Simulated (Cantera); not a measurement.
## Hydrocarbon pyrolysis for carbon deposition

An isothermal, constant-pressure homogeneous reactor starts with 1.37 % C2H6, 98.6 % N2, at 1675 K and 0.000250 bar.

Model: GRI-Mech 3.0 (53 species, 325 reactions), integrated in Cantera. GRI-Mech 3.0 stops at C3 and has no aromatics, soot or wall deposition, so with more carbon than oxygen in the feed, carbon stays in small species such as C2H2 where larger ones or solid carbon would form. Radical loss at walls, strong at low pressure, is not modelled.

```csv
t (s),x C2H6,x C2H,x C2H2,x H2,x CH4
8.00e-5,0.0137,<1e-12,<1e-12,2.14e-10,4.61e-9
0.000213,0.0136,<1e-12,<1e-12,1.55e-9,3.25e-8
0.000566,0.0135,<1e-12,1.52e-12,1.26e-8,2.29e-7
0.00150,0.0133,<1e-12,5.55e-11,1.66e-7,1.61e-6
0.00400,0.0126,<1e-12,2.81e-9,4.33e-6,1.11e-5
0.0106,0.0109,2.06e-11,4.08e-7,0.000136,7.36e-5
0.0283,0.00604,8.23e-8,0.000116,0.00219,0.000427
0.0752,0.000463,2.11e-6,0.00295,0.0102,0.00156
0.200,1.16e-6,2.25e-6,0.00909,0.0194,0.00182
0.532,1.29e-7,1.31e-6,0.0117,0.0231,0.00146
1.41,3.93e-8,8.55e-7,0.0125,0.0244,0.00114
3.76,1.33e-8,6.01e-7,0.0128,0.0251,0.000876
10.0,4.64e-9,4.53e-7,0.0129,0.0255,0.000651
```
x: mole fraction; the columns are a selection and need not sum to one.

Equilibrium at this temperature and pressure: C2H6 <1e-12, C2H 3.97e-7, C2H2 0.00175, H2 0.0261, CH4 6.90e-9 (gas phase only).
